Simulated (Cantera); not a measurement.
Input: 1 mol CCl4, 0.014 mol CH4, at 900 K and 750 Torr.

Cantera equilibrium calculation (NASA polynomials, part measured and part estimated; ideal gas, pure solids and liquids). Candidate condensed phases: C, C6H6, C7H8, C8H18; 91 gas species. Gases not in the tables: chlorinated aromatics. Rates play no part.

Base state: Cl2 0.951, HCl 0.0282, CCl4 0.0206, Cl 7.21e-5 (mole fractions); condensed: C(graphite).

Problem. What changes in the equilibrium state with this change: CCl4 replaced by C2F6?

Solution. 
| species | before | after |
|---|---|---|
| CF4 | 0 | 0.964 |
| HF | 0 | 0.0363 |
| Cl2 | 0.951 | 0 |
| HCl | 0.0282 | 0 |
| CCl4 | 0.0206 | 0 |
| Cl | 7.21e-5 | 0 |
| C(graphite), mol | 0.973 | 0.528 |
The feed counts by its element totals alone. Gases not in the tables: C2F6 and larger saturated fluorocarbons.
